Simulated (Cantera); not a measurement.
What does this Cantera script print?

```python
import numpy as np
import cantera as ct

gas_names = """
    Ca CaO CaOH CaO2H2 Ca2 H HO2 H2 H2O H2O2 O OH O2 O3
""".split()
cond_names = """
    Ca(a) Ca(b) Ca(L) CaO(s) CaO(L) CaO2H2(s) H2O(s) H2O(L)
""".split()


# ... load() reads the species with a 1 bar reference pressure and builds the phases ...
atoms = {
    'Ca(OH)2': {'Ca': 1, 'O': 2, 'H': 2},
    'H2O': {'H': 2, 'O': 1},
}
top_T = {}  # K; cautious upper limits of use, not melting points


# ... equilibrate(T, P, feed) seeds the gas with the atoms and calls Mixture.equilibrate('TP', solver="vcs", rtol=1e-11, max_steps=5000) ...
results = []
feed = {'Ca(OH)2': 1, 'H2O': 0.34}  # mol
P = 600  # Pa
for T in [1475, 1525, 1575, 1625, 1675, 1725, 1775, 1825, 1875, 1925, 1975, 2025]:
    mix = equilibrate(T, P, feed)
    results.append((T, P, feed, dict(zip(mix.species_names, mix.species_moles))))

top = {s: max(r[3][s] / sum(r[3][g] for g in gas_names) for r in results) for s in gas_names}
cols = sorted((s for s in top if top[s] > 1e-05), key=lambda s: -top[s])[:8]
seen = [c for c in cond_names if any(r[3].get(c, 0) > 1e-12 for r in results)]
print("log10 of partial pressures in bar; condensed amounts in mol")
print(f"{'T/K':>10s}" + "".join(f"{s[:9]:>10s}" for s in cols + seen))
for T, P, feed, n in results:
    ng = sum(n[g] for g in gas_names)
    print(f"{T:10.4g}" + "".join(f"{np.log10(max(n[s] / ng * P / 1e5, 1e-99)):10.3f}" for s in cols)
          + "".join(f"{n.get(c, 0):10.4g}" for c in seen))
```

It prints:

```
log10 of partial pressures in bar; condensed amounts in mol
       T/K       H2O        H2        O2        OH         H         O    CaO2H2      CaOH    CaO(s)
      1475    -2.222    -5.283    -5.621    -6.050    -7.528    -8.353    -8.642   -11.944         1
      1525    -2.223    -5.088    -5.430    -5.813    -7.170    -7.962    -8.337   -11.354         1
      1575    -2.223    -4.905    -5.252    -5.592    -6.834    -7.596    -8.052   -10.803         1
      1625    -2.224    -4.734    -5.084    -5.384    -6.519    -7.253    -7.786   -10.286         1
      1675    -2.225    -4.573    -4.927    -5.189    -6.222    -6.930    -7.536    -9.801         1
      1725    -2.227    -4.422    -4.780    -5.006    -5.942    -6.626    -7.301    -9.345         1
      1775    -2.229    -4.280    -4.640    -4.833    -5.678    -6.339    -7.080    -8.916         1
      1825    -2.231    -4.145    -4.510    -4.670    -5.429    -6.068    -6.873    -8.511         1
      1875    -2.235    -4.019    -4.386    -4.517    -5.193    -5.812    -6.678    -8.128         1
      1925    -2.239    -3.900    -4.270    -4.372    -4.969    -5.569    -6.494    -7.767    0.9999
      1975    -2.245    -3.788    -4.161    -4.236    -4.758    -5.339    -6.322    -7.424    0.9999
      2025    -2.253    -3.682    -4.058    -4.108    -4.557    -5.121    -6.160    -7.100    0.9998
```

These are equilibrium values from Cantera (NASA tables, ideal gas, pure condensed phases), not measurements of a reactor.
